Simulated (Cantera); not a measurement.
Input: 1 mol Al(CH3)3, 46 mol H2O, 14 mol H2, 400 mol NH3, equilibrated at 23.3 Torr.

Cantera equilibrium calculation (NASA polynomials, part measured and part estimated; ideal gas, pure solids and liquids). Candidate condensed phases: Al, AlN, Al2O3, C, C6H6, C7H8, C8H18, H2O; 148 gas species. The feed counts by its element totals alone. Kinetics and transport are ignored. All values below are at 2075 K.

Base state: H2 0.707, N2 0.229, H2O 0.0474, H 0.0127, CO 0.00339, OH 9.73e-5, CO2 4.68e-5 (mole fractions); condensed: Al2O3(s).

What changes in the equilibrium state with this change: H2O from 46 to 2.6 mol?


| species | before | after |
|---|---|---|
| H2 | 0.707 | 0.741 |
| N2 | 0.229 | 0.241 |
| H | 0.0127 | 0.0130 |
| H2O | 0.0474 | 1.17e-7 |
| Al | 3.85e-7 | 0.00116 |
| HCN | 1.09e-9 | 0.000447 |
| OH | 9.73e-5 | <1e-9 |
| CO2 | 4.68e-5 | <1e-9 |
| HNC | <1e-9 | 2.90e-5 |
| Al2O3(s), mol | 0.498 | 0 |
